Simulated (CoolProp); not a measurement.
A closed Brayton cycle with carbon dioxide: compressor inlet 329.15 K and 9.8 MPa, high pressure 28.8 MPa, turbine inlet 935 K, compressor efficiency 0.8, turbine efficiency 0.85, recuperator effectiveness 0 (on enthalpy, no pinch check). Each further row changes one setting.

Model: reference Helmholtz-energy equation of state, Span 1996, in CoolProp.

| case | thermal efficiency (%) | net work (kJ/kg) | compressor to turbine work | compressor exit (K) | turbine exit (K) |
|---|---|---|---|---|---|
| as stated | 13.8 | 96.7 | 0.37 | 412.8 | 802.8 |
| turbine inlet 885 K | 13.8 | (withheld) | (withheld) | 412.8 | (withheld) |
| compressor inlet 339.15 K | (withheld) | 88.0 | 0.43 | (withheld) | 802.8 |
| high pressure 24.5 MPa | (withheld) | 85.7 | 0.35 | (withheld) | 822.0 |
| recuperator effectiveness 0.5 | (withheld) | 96.7 | 0.37 | 412.8 | 802.8 |

Complete the blanks.


- turbine inlet 885 K, net work (kJ/kg): 87.6
- turbine inlet 885 K, compressor to turbine work: 0.39
- turbine inlet 885 K, turbine exit (K): 757.2
- compressor inlet 339.15 K, thermal efficiency (%): 13.3
- compressor inlet 339.15 K, compressor exit (K): 433.5
- high pressure 24.5 MPa, thermal efficiency (%): 12.1
- high pressure 24.5 MPa, compressor exit (K): 399.8
- recuperator effectiveness 0.5, thermal efficiency (%): 20.6
